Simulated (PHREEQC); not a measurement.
Na2SO4 is added in steps, without added water, to 1 kg of water holding 99 mmol/kgw CsOH, 0.13 mmol/kgw H4SiO4 and 0.1 mmol/kgw K2CO3, at 20 °C. Oxygen alone is held at its pressure in air (log pO2 = -0.68). The system is closed to CO2. The run lets SiO2(a), Mirabilite, Nahcolite, Natron precipitate or redissolve, and no other solid.

Base run: PHREEQC, ion-association model, wateq4f.dat. Each further column changes one thing. The table gives pH.

```
Na2SO4 added (mol)   base  all activity coefficients set to 1  Debye-Hückel limiting law  Davies equation for every ion
------------------  -----  ----------------------------------  -------------------------  -----------------------------
0                   13.05                               13.16                      13.00                          13.06
0.003125            13.04                               13.16                      13.00                          13.06
0.007812            13.04                               13.16                      12.99                          13.05
0.01094             13.04                               13.16                      12.98                          13.05
0.01562             13.03                               13.16                      12.97                          13.05
0.01875             13.03                               13.16                      12.97                          13.05
0.02344             13.02                               13.16                      12.96                          13.04
0.02656             13.02                               13.16                      12.95                          13.04
0.03125             13.02                               13.17                      12.94                          13.04
0.03438             13.02                               13.17                      12.94                          13.04
0.03906             13.01                               13.17                      12.93                          13.04
0.04219             13.01                               13.17                      12.93                          13.04
0.04688             13.01                               13.17                      12.92                          13.04
0.05                13.01                               13.17                      12.92                          13.04
```
